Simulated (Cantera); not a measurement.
**Ignition delay**

Mixture: 21.9 % CH4, 1.53 % CO, 20.2 % O2, 52.7 % N2, 3.72 % H2O, at 4.93 atm, adiabatic and at constant pressure. Ignition delay is the time to a rise of 400 K.

Model: GRI-Mech 3.0 (53 species, 325 reactions), integrated in Cantera.

```csv
T0 (K),delay (ms)
1048,129
1123,41.1
1198,14.5
1273,5.51
1348,2.24
1423,0.962
1498,0.431
1573,0.202
1648,0.0997
```

The apparent activation energy between 1498 and 1648 K is 200 kJ/mol.
